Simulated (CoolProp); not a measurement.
Aqueous methanol as a coolant, 34 % by mass, freezing at -30.6 °C, 1 atm.

Computed with CoolProp (Melinder's fits for secondary coolants).

| T (°C) | cp (kJ/(kg K)) | conductivity (W/(m K)) | density (kg/m³) | viscosity (mPa s) |
|---|---|---|---|---|
| -2.4 | 3.771 | 0.399 | 955.8 | 4.06 |
| 2.6 | [?] | 0.402 | [?] | 3.32 |
| 7.6 | 3.853 | 0.405 | 951.2 | 2.76 |
| 12.6 | 3.887 | 0.408 | 948.7 | 2.32 |
| 17.6 | [?] | 0.411 | 946.2 | 1.97 |
| 22.6 | 3.938 | 0.415 | 943.5 | 1.69 |
| 27.6 | 3.955 | 0.418 | 940.8 | 1.46 |
| 32.6 | 3.965 | 0.421 | 938.0 | 1.28 |

### Question
Some entries are withheld; supply them.

### Answer

- 2.6, cp (kJ/(kg K)): 3.814
- 2.6, density (kg/m³): 953.5
- 17.6, cp (kJ/(kg K)): 3.916
